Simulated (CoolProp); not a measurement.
Properties of octamethyltrisiloxane (MDM) along the isobar 1.01 bar.

Model: reference Helmholtz-energy equation of state, Thol 2017, in CoolProp.

| T (°C) | phase | density (kg/m³) | isothermal compressibility (1/MPa) | fugacity coefficient |
|---|---|---|---|---|
| 109.65 | liquid | 726.2 | 0.004018 | 0.2722 |
| 123.45 | liquid | 710.4 | 0.004719 | 0.4224 |
| 137.15 | liquid | 694.1 | 0.005598 | 0.6270 |
| 150.95 | liquid | 677.1 | 0.006742 | 0.8993 |
| 164.65 | gas | 7.027 | 10.65 | 0.9383 |
| 178.45 | gas | 6.756 | 10.55 | 0.9451 |
| 192.15 | gas | 6.511 | 10.47 | 0.9510 |
| 205.95 | gas | 6.286 | 10.40 | 0.9561 |
| 219.65 | gas | 6.080 | 10.34 | 0.9606 |
| 233.45 | gas | 5.888 | 10.29 | 0.9645 |
| 247.15 | gas | 5.712 | 10.25 | 0.9679 |
| 260.95 | gas | 5.545 | 10.21 | 0.9710 |
| 274.75 | gas | 5.390 | 10.18 | 0.9737 |
| 288.45 | gas | 5.245 | 10.15 | 0.9761 |
